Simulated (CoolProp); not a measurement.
The numbers come from the reference Helmholtz-energy equation of state, Fiedler 2023 in CoolProp.

### Question
Give the vapour pressure (kPa), liquid density (kg/m³), enthalpy of vaporisation (kJ/kg), vapour Z of saturated tetrahydrofuran at 434.9, 481.6 K.

### Answer
```json
[
 {"T (K)": "434.9", "p (kPa)": "1060", "liquid density (kg/m³)": "711", "enthalpy of vaporisation (kJ/kg)": "330", "vapour Z": "0.844"},
 {"T (K)": "481.6", "p (kPa)": "2310", "liquid density (kg/m³)": "631", "enthalpy of vaporisation (kJ/kg)": "266", "vapour Z": "0.717"}
]
```
